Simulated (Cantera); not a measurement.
Mixture: 1.28 % CH₄, 0.0538 % C₂H₆, 1.54 % C₃H₈, 7.94 % O₂, 89.2 % N₂, equivalence ratio 1.3, at 5.00 bar, adiabatic and at constant pressure. Ignition delay is the time to a rise of 400 K.

Computed with Cantera and GRI-Mech 3.0 (53 species, 325 reactions). GRI-Mech 3.0 was tuned for natural gas; its chemistry of propane as a main component is partial and can be far from experiment.

Task: Predict: delay at 1123 K; delay at 1323 K; delay at 1523 K; delay at 1723 K; apparent activation energy between 1623 and 1823 K.

Result: 
```
Property                                                Result
--------------------------------------------------  ----------
delay at 1123 K                                        26.1 ms
delay at 1323 K                                       0.740 ms
delay at 1523 K                                        64.3 µs
delay at 1723 K                                        14.6 µs
apparent activation energy between 1623 and 1823 K  140 kJ/mol
```
